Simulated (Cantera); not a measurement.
A freely propagating, adiabatic, planar premixed flame of CH4 : C2H6 : C3H8 : O2 : N2 = 1 : 0.76 : 0.13 : 7.93 : 29.8 (molar parts), unburnt at 600 K and 13300 Pa; mixture-averaged transport, grid criteria slope 0.08 and curve 0.16, no radiation.

Computed with Cantera and GRI-Mech 3.0 (53 species, 325 reactions). Burning velocities carry a grid error of a few per cent, more on coarse grids.

**Question.** What does this change do: inlet temperature 600 to 550 K?

**Answer.** 
```
quantity                    before     after
------------------------  --------  --------
laminar burning velocity  136 cm/s  113 cm/s
thermal thickness          2.20 mm   2.28 mm
peak x(C2H4)               0.00245   0.00233
peak x(OH)                 0.00823   0.00770
peak x(C2H2)              0.000151  0.000133
```
